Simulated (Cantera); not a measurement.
Charge: 1 mol C₂H₂, 0.4 mol H₂O, at 2.80 bar.

Cantera equilibrium calculation (NASA polynomials, part measured and part estimated; ideal gas, pure solids and liquids). Candidate condensed phases: C, C₆H₆, C₇H₈, C₈H₁₈, H₂O; 110 gas species. The numbers say what is thermodynamically allowed, not how fast it happens. All values below are at 523 K.

Base state: CH₄ 0.569, H₂O 0.393, CO₂ 0.0242, H₂ 0.0138 (mole fractions); condensed: C(graphite).

Task: What changes in the equilibrium state with this change: pressure from 2.80 bar to 66.0 Pa?

Result: 
```csv
species,before,after
H₂,0.0138,0.516
H₂O,0.393,0.263
CH₄,0.569,0.187
CO₂,0.0242,0.0329
CO,9.45e-6,0.000718
"C(graphite), mol",1.46,1.73
```
